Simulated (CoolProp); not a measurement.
Octamethylcyclotetrasiloxane (D4) along the isotherm 346.85 °C: Z from the reference equation and from simpler models built on Tc = 313.4 °C, pc = 1.347 MPa, ω = 0.598; each cubic takes its own stable root.

The numbers come from the reference Helmholtz-energy equation of state, Thol 2015 in CoolProp.

| p (MPa) | phase | reference | van der Waals | Redlich-Kwong |
|---|---|---|---|---|
| 0.0426 | gas | 0.9910 | 0.9917 | 0.9908 |
| 0.0875 | gas | 0.9814 | 0.9829 | 0.9810 |
| 0.18 | gas | (withheld) | 0.9644 | 0.9604 |
| 0.369 | gas | (withheld) | 0.9245 | 0.9166 |
| 0.758 | gas | 0.8220 | 0.8315 | 0.8174 |
| 1.56 | supercritical | 0.5696 | (withheld) | 0.5267 |
| 3.19 | supercritical | 0.3881 | 0.4954 | 0.4218 |
| 6.56 | supercritical | 0.6587 | 0.8651 | 0.6944 |
| 13.5 | supercritical | 1.202 | 1.584 | 1.223 |

Q: What belongs in the gaps?

A: 
- 0.18, reference: 0.9612
- 0.369, reference: 0.9183
- 1.56, van der Waals: 0.5095
